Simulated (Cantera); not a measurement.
Input: 1 mol CS₂, 0.63 mol H₂O, 0.04 mol O₂, at 1875 K and 13.3 mbar.

Method: chemical equilibrium by Gibbs-energy minimisation in Cantera with the NASA 1993 tables (ideal gas, pure condensed phases). Rates play no part.

```json
[
 {"species": "SO₂", "before": "<1e-9", "after": "0.530"},
 {"species": "CO₂", "before": "7.18e-7", "after": "0.202"},
 {"species": "H₂O", "before": "2.41e-6", "after": "0.159"},
 {"species": "S₂", "before": "0.293", "after": "0.000550"},
 {"species": "H₂", "before": "0.246", "after": "0.0140"},
 {"species": "CS₂", "before": "0.105", "after": "<1e-9"},
 {"species": "CS", "before": "0.0179", "after": "<1e-9"},
 {"species": "SO", "before": "3.94e-7", "after": "0.0197"},
 {"species": "H₂S", "before": "0.0131", "after": "3.22e-5"},
 {"species": "SH", "before": "0.0143", "after": "0.000148"},
 {"species": "CO", "before": "0.301", "after": "0.0734"},
 {"species": "OH", "before": "2.15e-9", "after": "0.000594"},
 {"species": "O₂", "before": "<1e-9", "after": "0.000107"},
 {"species": "O", "before": "<1e-9", "after": "2.15e-5"},
 {"species": "S₂O", "before": "1.92e-8", "after": "4.16e-5"},
 {"species": "COS", "before": "0.000567", "after": "5.98e-6"},
 {"species": "S", "before": "0.00623", "after": "0.000270"}
]
```
Gas species are given as mole fractions.

Q: Name the change that produced these shifts.
A) temperature from 1875 K to 1975 K
B) O₂ from 0.04 to 2.8 mol
C) temperature from 1875 K to 2025 K
D) temperature from 1875 K to 2023.15 K

A: B, O₂ from 0.04 to 2.8 mol
